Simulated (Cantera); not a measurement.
A Cantera script and its output.

```python
import numpy as np
import cantera as ct

gas = ct.Solution("gri30.yaml", transport_model="mixture-averaged")
show = ['C2H2', 'NH3', 'H']

rows = []
print(f"{'T/K':>7s}{'rho':>11s}{'cp':>10s}{'mu':>11s}{'lambda':>11s}{'Pr':>7s}" + "".join(f"{'D_' + s:>11s}" for s in show))
for T in [400, 500, 600, 700, 800, 900, 1000, 1100]:
    gas.TPX = T, 1333, {'H2O': 0.89, 'CO': 0.62, 'C2H6': 0.52, 'C2H4': 0.69}
    Pr = gas.cp_mass * gas.viscosity / gas.thermal_conductivity
    D = [gas.mix_diff_coeffs_mole[gas.species_index(s)] for s in show]
    rows.append([gas.density, gas.cp_mass, gas.viscosity, gas.thermal_conductivity, Pr, *D])
    print(f"{T:7g}{gas.density:11.4e}{gas.cp_mass:10.1f}{gas.viscosity:11.4e}"
          f"{gas.thermal_conductivity:11.4e}{Pr:7.3f}" + "".join(f"{d:11.4e}" for d in D))
print("SI units: kg/m3, J/kg/K, Pa s, W/m/K, m2/s")
```

Result:

```
    T/K        rho        cp         mu     lambda     Pr     D_C2H2      D_NH3        D_H
    400 1.0078e-02    1738.6 1.4979e-05 3.4617e-02  0.752 1.8828e-03 2.3820e-03 1.3635e-02
    500 8.0625e-03    1947.9 1.8299e-05 4.6356e-02  0.769 2.8506e-03 3.6894e-03 2.0475e-02
    600 6.7188e-03    2143.6 2.1424e-05 5.8584e-02  0.784 3.9714e-03 5.2375e-03 2.8354e-02
    700 5.7589e-03    2314.8 2.4382e-05 7.1075e-02  0.794 5.2326e-03 7.0070e-03 3.7190e-02
    800 5.0391e-03    2460.6 2.7195e-05 8.3677e-02  0.800 6.6246e-03 8.9819e-03 4.6921e-02
    900 4.4792e-03    2589.5 2.9882e-05 9.6283e-02  0.804 8.1398e-03 1.1150e-02 5.7498e-02
   1000 4.0313e-03    2720.1 3.2458e-05 1.0882e-01  0.811 9.7720e-03 1.3499e-02 6.8880e-02
   1100 3.6648e-03    2827.4 3.4935e-05 1.2123e-01  0.815 1.1516e-02 1.6022e-02 8.1035e-02
SI units: kg/m3, J/kg/K, Pa s, W/m/K, m2/s
```

Computed with Cantera and GRI-Mech 3.0 (53 species, 325 reactions). Polar gases are described roughly by these parameters. The composition is frozen, though it would react at the higher temperatures.
